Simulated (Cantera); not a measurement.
A closed system holds: 1 mol Si, 6.4 mol Br2, equilibrated at 100000 Pa.

These are equilibrium values from Cantera (NASA tables, ideal gas, pure condensed phases), not measurements of a reactor. Candidate condensed phases: Br2, Si; 9 gas species. Kinetics and transport are ignored. All values below are at 725 °C.

Base state: Br2 0.810, SiBr4 0.185, Br 0.00504 (mole fractions); condensed: gas only.

Q: What changes in the equilibrium state with this change: pressure from 100000 Pa to 1330 Pa?

A: 
```tsv
species	before	after
Br2	0.810	0.776
SiBr4	0.185	0.181
Br	0.00504	0.0427
```
